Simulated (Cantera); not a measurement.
An isothermal, constant-pressure homogeneous reactor starts with C2H6 : H2 = 1 : 25 (molar parts), at 1575 K and 0.00450 bar.

Model: GRI-Mech 3.0 (53 species, 325 reactions), integrated in Cantera. GRI-Mech 3.0 stops at C3 and has no aromatics, soot or wall deposition, so with more carbon than oxygen in the feed, carbon stays in small species such as C2H2 where larger ones or solid carbon would form. Radical loss at walls, strong at low pressure, is not modelled.

x: mole fraction; the columns are a selection and need not sum to one.

```csv
t (s),x C2H6,x H2,x C2H,x CH2,x H,x C2H2
2.00e-5,0.0384,0.961,<1e-12,1.50e-10,7.89e-6,<1e-12
5.97e-5,0.0382,0.961,<1e-12,4.20e-9,5.60e-5,9.43e-11
0.000178,0.0373,0.960,<1e-12,9.53e-8,0.000309,3.47e-8
0.000532,0.0325,0.958,3.07e-11,1.27e-6,0.00104,9.78e-6
0.00159,0.0128,0.944,[?],6.11e-6,0.00279,0.000580
0.00474,0.000111,0.935,[?],5.11e-6,0.00352,0.00592
0.0141,1.92e-5,0.937,[?],2.28e-6,0.00208,0.0113
0.0422,1.18e-5,0.939,[?],1.09e-6,0.00133,0.0141
0.126,6.78e-6,0.940,[?],4.88e-7,0.000850,0.0154
0.376,3.58e-6,0.942,[?],2.05e-7,0.000539,0.0166
1.12,2.30e-6,0.944,[?],1.27e-7,0.000434,0.0181
3.35,1.61e-6,0.947,[?],1.11e-7,0.000442,0.0212
10.0,7.23e-7,0.953,[?],8.53e-8,0.000483,0.0265
```

Q: Complete the blanks.

A: 
- 0.00159, x C2H: 4.99e-9
- 0.00474, x C2H: 6.52e-8
- 0.0141, x C2H: 7.35e-8
- 0.0422, x C2H: 5.85e-8
- 0.126, x C2H: 4.07e-8
- 0.376, x C2H: 2.78e-8
- 1.12, x C2H: 2.44e-8
- 3.35, x C2H: 2.90e-8
- 10.0, x C2H: 3.92e-8
